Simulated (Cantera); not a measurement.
Input: 1 mol acetone, 0.75 mol H2O, held at 1.50 mbar.

These are equilibrium values from Cantera (NASA tables, ideal gas, pure condensed phases), not measurements of a reactor. Candidate condensed phases: C, C6H6, C7H8, C8H18, H2O; 110 gas species. The feed counts by its element totals alone. Equilibrium is a limit: real reactors are often held back by kinetics, nucleation or transport.

x: gas mole fraction; n: condensed amount in mol.

| T (°C) | x H | x H2 | x CO | x C3 | x C | x C2 | x C2H2 (acetylene) | n C(graphite) |
|---|---|---|---|---|---|---|---|---|
| 2250 | 0.412 | 0.330 | 0.252 | 0.000472 | 0.000152 | … | 0.00393 | 1.18 |
| 2325 | 0.498 | 0.257 | 0.238 | 0.00143 | 0.000405 | … | 0.00413 | 1.14 |
| 2400 | 0.575 | 0.189 | 0.225 | 0.00408 | 0.00102 | … | 0.00404 | 1.06 |
| 2475 | 0.636 | 0.132 | 0.212 | 0.0110 | 0.00246 | … | 0.00368 | 0.840 |
| 2550 | 0.672 | 0.0861 | 0.199 | 0.0279 | 0.00564 | … | 0.00310 | 0.291 |
| 2625 | 0.698 | 0.0561 | 0.191 | 0.0353 | 0.00998 | … | 0.00167 | 0 |
| 2700 | 0.720 | 0.0368 | 0.186 | 0.0329 | 0.0155 | … | 0.000751 | 0 |

Question: What belongs in the gaps?

Answer: 
- 2250, x C2: 4.37e-5
- 2325, x C2: 0.000135
- 2400, x C2: 0.000389
- 2475, x C2: 0.00106
- 2550, x C2: 0.00273
- 2625, x C2: 0.00436
- 2700, x C2: 0.00557
